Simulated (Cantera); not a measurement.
A closed system holds: 1 mol CH₃SiH₃, 0.27 mol C₃H₈, a varied amount of H₂, held at 2100 K and 4000 Pa.

Method: chemical equilibrium by Gibbs-energy minimisation in Cantera with the NASA 1993 tables (ideal gas, pure condensed phases). Candidate condensed phases: C, C₆H₆, C₇H₈, C₈H₁₈, Si, SiC; 87 gas species. The feed counts by its element totals alone. Gases not in the tables: Si₂H₆ and higher silanes. Equilibrium is a limit: real reactors are often held back by kinetics, nucleation or transport.

Question: What share of the Si ends up in condensed phases as a function of n(H₂) (mol), at 65, 100, 140, 180, 220, 260, 300, 330, 370, 410, 450, 490?

Answer: 
| n(H₂) (mol) | Si condensed (%) | as |
|---|---|---|
| 65 | 97.6 | SiC(s) |
| 100 | 96.4 | SiC(s) |
| 140 | 95.1 | SiC(s) |
| 180 | 93.7 | SiC(s) |
| 220 | 92.3 | SiC(s) |
| 260 | 90.9 | SiC(s) |
| 300 | 89.6 | SiC(s) |
| 330 | 88.2 | SiC(s) |
| 370 | 86.3 | SiC(s) |
| 410 | 84.2 | SiC(s) |
| 450 | 82.1 | SiC(s) |
| 490 | 79.9 | SiC(s) |
